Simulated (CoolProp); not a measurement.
The fluid at 453.97 K and 11.1 MPa flows at 0.073 m/s in a round tube of 50 mm bore and 1.5 µm roughness, fully developed (64/Re and Nu = 3.66 if laminar; Colebrook and Gnielinski if turbulent). The same conditions are run with several fluids, on thermodynamics alone (safety and materials aside).

Model: reference Helmholtz-energy equation of state of each fluid (oxygen: Schmidt 1985; R142b: Lemmon 2006; sulfur hexafluoride: Guder 2009; carbon dioxide: Span 1996; R22: Kamei 1995), in CoolProp.

```tsv
fluid	Reynolds number	Darcy friction factor	pressure drop (Pa/m)	heat-transfer coefficient (W/(m² K))	mass flow (kg/h)
oxygen	11100	0.0301	0.148	27.2	47.6
R142b	40800	0.0220	0.787	164	347
sulfur hexafluoride	54000	0.0206	0.590	103	277
carbon dioxide	21700	0.0254	0.198	42.5	75.2
R22	50400	0.0210	0.459	105	212
```

Above 300 K oxygen's equation is extrapolated.

Transport values come from each fluid's own correlations; those of R142b, R22 are estimates that may be off by 10 % or more.
